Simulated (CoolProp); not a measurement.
A single-stage vapour-compression cycle with R245fa: evaporating at 267.15 K (dew point), condensing at 323.15 K (bubble point), superheat 0 K, subcooling 8 K, compressor efficiency 0.8, no pressure losses. Each further row changes one setting.

Values from CoolProp's reference Helmholtz-energy equation of state, Akasaka 2015.

```csv
case,cooling COP,pressure ratio,discharge temperature (K),refrigerating effect (kJ/kg),volumetric capacity (kJ/m³)
as stated,3.16,8.56,327.4,145,360
evaporating temperature 272.15 K,3.63,6.76,326.3,149,461
condensing temperature 318.15 K,3.58,7.32,322.7,152,377
subcooling 13 K,3.31,8.56,327.4,152,377
superheat 10 K,3.21,8.56,337.7,153,366
compressor efficiency 0.7,2.77,8.56,334.0,145,360
```
